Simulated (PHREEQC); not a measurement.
A PHREEQC speciation (ion-association model, phreeqc.dat) at 25 °C gives pH 7.78 and these molalities:

```csv
species,mol/kgw
Na+,0.411
HCO3-,0.217
SO4-2,0.0763
NaSO4-,0.0337
NaHCO3,0.0223
CO2,0.00507
NaCO3-,0.00321
CO3-2,0.00186
```

Problem. What are the element totals, and what could have been dissolved in 1 kg of water to give them?

Solution. One answer among several that fit: totals C(4) 0.250, Na 0.470, S(6) 0.110 mol/kgw, from 0.25 mol/kgw NaHCO3 and 0.11 mol/kgw Na2SO4.

No solid was allowed to form.
